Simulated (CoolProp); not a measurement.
n-butane at 235.09 K and 2.44 MPa is throttled through a valve to 0.968 MPa with no heat exchange. Each further row changes one setting.

Values from CoolProp's reference Helmholtz-energy equation of state, Bücker 2006.

```
case                      temperature change (K)  final density (kg/m³)
------------------------  ----------------------  ---------------------
as stated                                   +0.7                    640
outlet pressure 0.29 MPa                    +1.0                    639
outlet pressure 1.26 MPa                    +0.5                    641
```
